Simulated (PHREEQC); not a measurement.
**Ultrapure water in contact with air or piping (model solution)**

Model water analysis in mg/L, 20 °C, pH 6.26, pe 9.4:

```json
[
 {"constituent": "Na", "mg/L": "0.0733"},
 {"constituent": "K", "mg/L": "0.0081"},
 {"constituent": "Ca", "mg/L": "0.0223"},
 {"constituent": "Mg", "mg/L": "0.0135"},
 {"constituent": "Cl", "mg/L": "0.0445"},
 {"constituent": "S(6) as SO4", "mg/L": "0.0827"},
 {"constituent": "Alkalinity as HCO3", "mg/L": "0.162"},
 {"constituent": "Li", "mg/L": "0.000137"},
 {"constituent": "Zn", "mg/L": "0.00107"},
 {"constituent": "B", "mg/L": "3.71e-05"},
 {"constituent": "Cu(2)", "mg/L": "0.000139"}
]
```

Valence states are taken as typed.

Equilibrium calculation in PHREEQC: ion-association model, wateq4f.dat.

Each row changes one thing in this solution. Precipitation was switched off in this run.

| case | ionic strength (mol/kgw) | CO2 (mol/kgw) | HCO3- (mol/kgw) | Cu+2 (mol/kgw) | CO3-2 (mol/kgw) | Cu(OH)2 (mol/kgw) | SI of Tenorite (CuO) | SI of Cu(OH)2 (Cu(OH)2) |
|---|---|---|---|---|---|---|---|---|
| as made | 8.20e-6 | 4.21e-6 | 3.19e-6 | 2.01e-9 | 2.47e-10 | 1.37e-10 | -3.99 | -5.01 |
| all concentrations times 3 at the same typed pH | 2.35e-5 | 1.12e-5 | 8.50e-6 | 6.00e-9 | 6.63e-10 | 4.06e-10 | -3.52 | -4.54 |
| Alkalinity from 0.162 to 0.324 mg/L | 9.52e-6 | 7.71e-6 | 5.85e-6 | 2.00e-9 | 4.53e-10 | 1.37e-10 | -3.99 | -5.02 |
| Mg from 0.0135 to 0.00675 mg/L | 7.64e-6 | 4.21e-6 | 3.19e-6 | 2.01e-9 | 2.47e-10 | 1.37e-10 | -3.99 | -5.01 |
| pH from 6.26 to 5.96 at the same alkalinity | ___ | 9.87e-6 | ___ | 2.13e-9 | 1.45e-10 | 3.64e-11 | -4.57 | -5.59 |

Question: Complete the blanks.

Answer: 
- pH from 6.26 to 5.96 at the same alkalinity, ionic strength (mol/kgw): 8.74e-6
- pH from 6.26 to 5.96 at the same alkalinity, HCO3- (mol/kgw): 3.75e-6
